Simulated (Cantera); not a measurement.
A Cantera script and its output.

```python
import numpy as np
import cantera as ct

gas = ct.Solution("gri30.yaml")
gas.TPX = 1000, 320, {'H2': 0.01, 'O2': 1}
reactor = ct.IdealGasConstPressureReactor(gas, energy="off", clone=False)
net = ct.ReactorNet([reactor])
net.rtol, net.atol = 1e-08, 1e-18
show = ['H2', 'O2', 'H', 'OH', 'H2O2', 'O', 'HO2']
times = np.geomspace(1e-05, 300, 9)

steps = ct.SolutionArray(gas, extra=["t"])
rows = []
print(f"{'t/s':>10s}{'T/K':>9s}{'P/Pa':>11s}" + "".join(f"{s:>11s}" for s in show))
for t in times:
    while net.time < t:
        t_next = net.step()
        steps.append(gas.state, t=t_next)
    rows.append([np.interp(t, steps.t, y) for y in (steps.T, steps.P, *steps(*show).X.T)])
    print(f"{t:10.3e}{rows[-1][0]:9.1f}{rows[-1][1]:11.4g}" + "".join(f"{x:11.3e}" for x in rows[-1][2:]))
rate = np.gradient(steps.T, steps.t)
print("integrator steps:", len(steps.t))
if steps.T.max() > steps.T[0] + 200:
    print(f"time of steepest temperature rise: {steps.t[rate.argmax()]:.4e} s")
gas.TPX = 1000, 320, {'H2': 0.01, 'O2': 1}
gas.equilibrate("TP")
print(f"equilibrium (TP): T = {gas.T:.1f} K  " + "  ".join(f"{s} {gas[s].X[0]:.3e}" for s in show))
```

It prints:

```
       t/s      T/K       P/Pa         H2         O2          H         OH       H2O2          O        HO2
 1.000e-05   1000.0        320  9.901e-03  9.901e-01  2.260e-13  2.255e-15  2.991e-20  2.258e-15  2.283e-13
 8.603e-05   1000.0        320  9.901e-03  9.901e-01  1.817e-12  1.477e-13  2.070e-18  1.491e-13  1.964e-12
 7.401e-04   1000.0        320  9.901e-03  9.901e-01  1.000e-11  7.204e-12  1.525e-16  7.855e-12  1.692e-11
 6.367e-03   1000.0        320  9.901e-03  9.901e-01  6.580e-11  1.855e-10  1.132e-14  3.020e-10  1.465e-10
 5.477e-02   1000.0        320  9.863e-03  9.901e-01  4.179e-06  1.330e-05  1.850e-11  2.503e-05  9.934e-08
 4.712e-01   1000.0        320  3.435e-05  9.842e-01  4.443e-04  3.152e-04  4.255e-09  5.539e-03  4.838e-07
 4.054e+00   1000.0        320  4.828e-06  9.892e-01  2.337e-05  1.185e-04  4.045e-09  7.788e-04  2.011e-07
 3.487e+01   1000.0        320  1.173e-07  9.900e-01  9.500e-08  1.897e-05  1.722e-09  1.980e-05  2.128e-08
 3.000e+02   1000.0        320  3.474e-09  9.900e-01  5.100e-10  3.328e-06  2.064e-10  6.060e-07  1.177e-09
integrator steps: 1919
equilibrium (TP): T = 1000.0 K  H2 1.555e-11  O2 9.900e-01  H 1.593e-13  OH 2.254e-07  H2O2 1.577e-12  O 2.784e-09  HO2 2.235e-10
```

Detailed kinetics in Cantera: GRI-Mech 3.0 (53 species, 325 reactions). Radical loss at walls, strong at low pressure, is not modelled.
